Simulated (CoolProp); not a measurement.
A single-stage vapour-compression cycle with propylene: evaporating at 299.15 K (dew point), condensing at 352.15 K (bubble point), superheat 2 K, subcooling 8 K, compressor efficiency 0.85, no pressure losses. Each further row changes one setting.

Model: reference Helmholtz-energy equation of state, Lemmon 2013, in CoolProp.

```
case                              cooling COP  pressure ratio  discharge temperature (K)  refrigerating effect (kJ/kg)  volumetric capacity (kJ/m³)
--------------------------------  -----------  --------------  -------------------------  ----------------------------  ---------------------------
as stated                                3.23            3.09                      368.3                           203                         5010
evaporating temperature 304.15 K            ?               ?                      367.1                             ?                         5800
condensing temperature 347.15 K             ?            2.81                          ?                           220                         5430
subcooling 13 K                          3.51            3.09                      368.3                           221                            ?
superheat 12 K                           3.29            3.09                          ?                             ?                         5160
compressor efficiency 0.75               2.85            3.09                      371.2                           203                         5010
```

Q: Complete the blanks.

A: 
- evaporating temperature 304.15 K, cooling COP: 3.72
- evaporating temperature 304.15 K, pressure ratio: 2.73
- evaporating temperature 304.15 K, refrigerating effect (kJ/kg): 207
- condensing temperature 347.15 K, cooling COP: 3.80
- condensing temperature 347.15 K, discharge temperature (K): 362.1
- subcooling 13 K, volumetric capacity (kJ/m³): 5460
- superheat 12 K, discharge temperature (K): 377.0
- superheat 12 K, refrigerating effect (kJ/kg): 223
